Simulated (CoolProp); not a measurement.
Values from CoolProp's reference Helmholtz-energy equation of state, Thol 2019.

### Question
Give the vapour pressure (kPa), liquid density (kg/m³), vapour density (kg/m³), liquid cp (kJ/(kg K)) of saturated tetradecamethylhexasiloxane (MD4M) at 107.75, 120.35, 158.25 °C.

### Answer
| T (°C) | p (kPa) | liquid density (kg/m³) | vapour density (kg/m³) | liquid cp (kJ/(kg K)) |
|---|---|---|---|---|
| 107.75 | 0.479 | 806 | 0.0696 | 1.90 |
| 120.35 | 0.940 | 793 | 0.132 | 1.92 |
| 158.25 | 5.15 | 755 | 0.667 | 2.00 |
